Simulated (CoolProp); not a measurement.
The numbers come from the reference Helmholtz-energy equation of state, de Reuck 1993 in CoolProp.

Q: For methanol, give the phase and the Prandtl number, fugacity coefficient at -9.05 °C and 17.6 bar; -9.05 °C and 29.3 bar; -9.05 °C and 32.3 bar.

A: 
- -9.05 °C and 17.6 bar: liquid; Prandtl number 10.9, fugacity coefficient 0.00131
- -9.05 °C and 29.3 bar: liquid; Prandtl number 10.9, fugacity coefficient 0.000801
- -9.05 °C and 32.3 bar: liquid; Prandtl number 10.9, fugacity coefficient 0.000731

Viscosity comes from a separate model (Xiang 2006). Thermal conductivity comes from a separate model (Sykioti 2013).
